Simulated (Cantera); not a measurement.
A Cantera script and its output.

```python
import numpy as np
import cantera as ct

gas = ct.Solution("h2o2.yaml")


def delay(T, t_max=10):
    gas.TPX = T, 500000, {'H2': 1, 'O2': 0.278, 'N2': 1.04}
    reactor = ct.IdealGasReactor(gas, clone=False)
    net = ct.ReactorNet([reactor])
    net.rtol, net.atol = 1e-8, 1e-16
    while net.time < t_max:
        t_old, T_old = net.time, reactor.T
        net.step()
        if reactor.T > T + 400:  # ignition: a rise of 400 K
            return t_old + (T + 400 - T_old) / (reactor.T - T_old) * (net.time - t_old)
    return np.nan


taus = []
for T in [1075, 1125, 1175, 1225, 1275, 1325, 1375, 1425]:
    taus.append(delay(T))
    print(f"T0 = {T:6g} K   tau = {taus[-1]:.4e} s")

# d ln(tau) / d ln(k), from doubling and halving each rate constant
T, sens = 1275, []
for i in range(gas.n_reactions):
    gas.set_multiplier(2.0, i)
    up = delay(T)
    gas.set_multiplier(0.5, i)
    down = delay(T)
    gas.set_multiplier(1.0, i)
    sens.append((np.log(up / down) / np.log(4.0), gas.reaction(i).equation))
sens.sort(key=lambda x: -abs(x[0]))
print(f"sensitivities at {T} K")
for s, eq in sens[:10]:
    print(f"{s:8.3f}  {eq}")
```

Output:

```
T0 =   1075 K   tau = 1.0118e-03 s
T0 =   1125 K   tau = 1.6361e-04 s
T0 =   1175 K   tau = 2.6883e-05 s
T0 =   1225 K   tau = 1.2836e-05 s
T0 =   1275 K   tau = 8.2767e-06 s
T0 =   1325 K   tau = 5.9920e-06 s
T0 =   1375 K   tau = 4.6193e-06 s
T0 =   1425 K   tau = 3.7082e-06 s
sensitivities at 1275 K
  -1.237  H + O2 <=> O + OH
   0.291  H + O2 + M <=> HO2 + M
   0.177  H + O2 + N2 <=> HO2 + N2
  -0.118  H2 + O <=> H + OH
  -0.059  H + HO2 <=> 2 OH
  -0.052  H2 + OH <=> H + H2O
  -0.039  H + HO2 <=> H2 + O2
   0.036  H + O2 + O2 <=> HO2 + O2
  -0.008  H + H2O2 <=> H2 + HO2
  -0.006  H + O2 + H2O <=> HO2 + H2O
```

Detailed kinetics in Cantera: the H2/O2 subset of GRI-Mech 3.0, which has no nitrogen chemistry. The hydrogen kinetics of GRI-Mech 3.0 are dated; newer H2 mechanisms differ, most at raised pressure. Where the delays flatten at high temperature, the 400 K rule measures the pace of heat release, not the induction time.
